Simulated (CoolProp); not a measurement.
Saturation properties of 1,2-dichloroethane (Tc = 288.4 °C, pc = 5226 kPa, ω = 0.269).

The numbers come from the reference Helmholtz-energy equation of state, Thol 2015 in CoolProp.

| T (°C) | p (kPa) | vapour density (kg/m³) | enthalpy of vaporisation (kJ/kg) |
|---|---|---|---|
| 13.25 | 5.839 | 0.2435 | 360.3 |
| 30.25 | 13.44 | 0.5307 | 352.0 |
| 47.25 | 27.91 | 1.049 | 343.5 |
| 64.15 | 53.01 | 1.905 | 334.8 |
| 81.15 | 94.07 | 3.252 | 325.6 |
| 98.05 | 156.7 | 5.237 | 315.9 |
| 115.05 | 248.5 | 8.082 | 305.6 |
| 132.05 | 377.4 | 12.01 | 294.6 |
| 148.95 | 550.7 | 17.28 | 282.7 |
| 165.95 | 779.8 | 24.29 | 269.8 |
| 182.85 | 1072 | 33.43 | 255.6 |
| 199.85 | 1442 | 45.45 | 239.8 |
| 216.85 | 1900 | 61.31 | 221.8 |

It boils at 83.5 °C under 1 atm.
